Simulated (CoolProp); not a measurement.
C2F6 (R116) at 293.15 K and 0.377 MPa is compressed adiabatically to 2.27 MPa with isentropic efficiency 0.9. Each further row changes one setting.

The numbers come from the reference Helmholtz-energy equation of state, Lemmon 2006 in CoolProp. It is a short technical equation, of lower accuracy than the large ones.

```
case             work (kJ/kg)  final temperature (K)  final density (kg/m³)
---------------  ------------  ---------------------  ---------------------
as stated                 [?]                    [?]                    [?]
efficiency 1             31.3                    [?]                    [?]
efficiency 0.65           [?]                  362.0                    119
```

Fill in the missing entries.


- as stated, work (kJ/kg): 34.8
- as stated, final temperature (K): 347.8
- as stated, final density (kg/m³): 127
- efficiency 1, final temperature (K): 344.0
- efficiency 1, final density (kg/m³): 129
- efficiency 0.65, work (kJ/kg): 48.1
